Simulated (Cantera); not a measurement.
# NiS + H₂ (hydrogen reduction and annealing atmospheres)

Charge: 1 mol NiS, 0.43 mol H₂, at 750 Torr.

Cantera equilibrium calculation (NASA polynomials, part measured and part estimated; ideal gas, pure solids and liquids). Candidate condensed phases: Ni, NiS, NiS₂, Ni₃S₂, Ni₃S₄, S; 9 gas species. Gases not in the tables: S₃ to S₇. Rates play no part.

From 375 °C to 625 °C the condensed part is NiS(s) + Ni₃S₂(s). From 675 °C to 775 °C the condensed part is Ni₃S₂(s).

| T (°C) | log p H₂S | log p H₂ | log p S₂ | log p SH | log p H | n NiS(s) | n Ni₃S₂(s) |
|---|---|---|---|---|---|---|---|
| 375 | -0.20 | -0.43 | -8.85 | -9.85 | <-12 | 0.187 | 0.271 |
| 425 | -0.19 | -0.44 | -7.80 | -8.90 | <-12 | 0.176 | 0.275 |
| 475 | -0.19 | -0.45 | -6.91 | -8.08 | <-12 | 0.173 | 0.276 |
| 525 | -0.19 | -0.45 | -6.12 | -7.36 | -11.80 | 0.172 | 0.276 |
| 575 | -0.17 | -0.50 | -5.28 | -6.67 | -10.97 | 0.119 | 0.294 |
| 625 | -0.11 | -0.64 | -4.27 | -5.99 | -10.28 | 0.00351 | 0.332 |
| 675 | -0.11 | -0.65 | -3.71 | -5.48 | -9.60 | 0 | 0.333 |
| 725 | -0.11 | -0.65 | -3.22 | -5.03 | -8.99 | 0 | 0.333 |
| 775 | -0.11 | -0.64 | -2.78 | -4.62 | -8.43 | 0 | 0.333 |
log p: log10 of the partial pressure in bar; n: condensed amount in mol.
